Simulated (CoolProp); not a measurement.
The numbers come from the reference Helmholtz-energy equation of state, Thol 2016 in CoolProp.

Q: For hexamethyldisiloxane (MM), give the phase and the cv (kJ/(kg K)), Joule-Thomson coefficient (K/MPa), fugacity coefficient at 265.6 K and 3.8 bar.

A: 
- 265.6 K and 3.8 bar: liquid; cv 1.47, Joule-Thomson coefficient -0.455, fugacity coefficient 0.00225
